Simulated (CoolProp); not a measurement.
Properties of dry air along the isotherm 234.2 K.

Computed with CoolProp (reference Helmholtz-energy equation of state, Lemmon 2000). It is a pseudo-pure fit of the blend.

```
p (kPa)          phase       Z  cv (kJ/(kg K))  speed of sound (m/s)  expansivity (1/kK)  Prandtl number
-------  -------------  ------  --------------  --------------------  ------------------  --------------
4210     supercritical  0.9527          0.7359                 308.3               5.291           0.777
8410     supercritical  0.9204          0.7544                 317.5               6.232           0.840
12600    supercritical  0.9088          0.7687                 336.1               6.759           0.892
16800    supercritical  0.9197          0.7789                 363.2               6.758           0.923
21000    supercritical  0.9496          0.7863                 395.8               6.388           0.937
25200    supercritical  0.9931          0.7923                 430.7               5.873           0.942
29400    supercritical   1.045          0.7976                 466.0               5.353           0.944
33700    supercritical   1.105          0.8027                 501.2               4.876           0.944
37900    supercritical   1.166          0.8075                 534.2               4.476           0.943
```

Viscosity comes from a separate model (Lemmon 2004). Thermal conductivity comes from a separate model (Lemmon 2004).
